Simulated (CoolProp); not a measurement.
Values from CoolProp's reference Helmholtz-energy equation of state, Lemmon 2005. It is a short technical equation, of lower accuracy than the large ones.

**Question.** For trans-2-butene, give the phase and the Z, cp (kJ/(kg K)), cv (kJ/(kg K)) at 143.25 °C and 30.1 bar; 143.25 °C and 51.7 bar; 143.25 °C and 56 bar.

**Answer.** 
- 143.25 °C and 30.1 bar: gas; Z 0.586, cp 3.57, cv 2.08
- 143.25 °C and 51.7 bar: liquid; Z 0.199, cp 3.46, cv 2.02
- 143.25 °C and 56 bar: liquid; Z 0.213, cp 3.37, cv 2.02
